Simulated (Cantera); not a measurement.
## Dilute partial oxidation

An isothermal, constant-pressure homogeneous reactor starts with CH3OH : O2 : N2 = 0.019 : 0.015 : 1 (molar parts), at 1400 K and 1280 Torr.

Detailed kinetics in Cantera: GRI-Mech 3.0 (53 species, 325 reactions). GRI-Mech 3.0 was tuned for natural gas; its chemistry of methanol as a main component is partial and can be far from experiment.

```json
[
 {"t (s)": "6.00e-6", "x CH3OH": "0.0184", "x O2": "0.0145", "x CH3": "3.72e-7", "x CO": "1.42e-7", "x CO2": "1.17e-7"},
 {"t (s)": "2.35e-5", "x CH3OH": "0.0184", "x O2": "0.0145", "x CH3": "1.24e-6", "x CO": "5.97e-7", "x CO2": "4.92e-7"},
 {"t (s)": "9.18e-5", "x CH3OH": "0.0183", "x O2": "0.0145", "x CH3": "2.36e-6", "x CO": "2.54e-6", "x CO2": "1.96e-6"},
 {"t (s)": "0.000359", "x CH3OH": "0.0177", "x O2": "0.0143", "x CH3": "9.32e-7", "x CO": "3.65e-5", "x CO2": "7.68e-6"},
 {"t (s)": "0.00140", "x CH3OH": "3.74e-12", "x O2": "0.000169", "x CH3": "4.86e-10", "x CO": "0.0137", "x CO2": "0.00427"},
 {"t (s)": "0.00549", "x CH3OH": "<1e-12", "x O2": "2.20e-7", "x CH3": "3.78e-12", "x CO": "0.0110", "x CO2": "0.00701"},
 {"t (s)": "0.0215", "x CH3OH": "<1e-12", "x O2": "9.25e-9", "x CH3": "1.37e-12", "x CO": "0.0108", "x CO2": "0.00713"},
 {"t (s)": "0.0839", "x CH3OH": "<1e-12", "x O2": "5.26e-10", "x CH3": "<1e-12", "x CO": "0.0108", "x CO2": "0.00716"},
 {"t (s)": "0.328", "x CH3OH": "<1e-12", "x O2": "3.37e-11", "x CH3": "<1e-12", "x CO": "0.0108", "x CO2": "0.00717"},
 {"t (s)": "1.28", "x CH3OH": "<1e-12", "x O2": "2.62e-12", "x CH3": "<1e-12", "x CO": "0.0108", "x CO2": "0.00717"},
 {"t (s)": "5.02", "x CH3OH": "<1e-12", "x O2": "<1e-12", "x CH3": "<1e-12", "x CO": "0.0108", "x CO2": "0.00717"},
 {"t (s)": "19.6", "x CH3OH": "<1e-12", "x O2": "<1e-12", "x CH3": "<1e-12", "x CO": "0.0108", "x CO2": "0.00717"},
 {"t (s)": "76.7", "x CH3OH": "<1e-12", "x O2": "<1e-12", "x CH3": "<1e-12", "x CO": "0.0108", "x CO2": "0.00717"},
 {"t (s)": "300", "x CH3OH": "<1e-12", "x O2": "<1e-12", "x CH3": "<1e-12", "x CO": "0.0108", "x CO2": "0.00717"}
]
```
x: mole fraction; the columns are a selection and need not sum to one.

Equilibrium at this temperature and pressure: CH3OH <1e-12, O2 <1e-12, CH3 <1e-12, CO 0.0108, CO2 0.00717 (gas phase only).
